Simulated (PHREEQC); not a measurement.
A solution holds 6.5 mmol/kgw NaOH, 9.9 mmol/kgw CO2 and 68 mmol/kgw K2CO3, at 45 °C. Closed to the air; pH follows from the charge balance.

Equilibrium calculation in PHREEQC: ion-association model, phreeqc.dat.

No solid was allowed to form.

### Question
Order these C species by the share of C that they hold, largest first: CO3-2, NaCO3-, HCO3-.

### Answer
CO3-2 (77 %), HCO3- (19 %), NaCO3- (3.9 %)

### Question
Order these Na species by the share of Na that they hold, largest first: Na+, NaHCO3, NaCO3-.

### Answer
Na+ (54 %), NaCO3- (46 %), NaHCO3 (0.21 %)

The pH is 10.41 and the ionic strength 0.200 mol/kgw. At this temperature some constants are extrapolated from 25 °C, and those without enthalpy data are left unchanged.
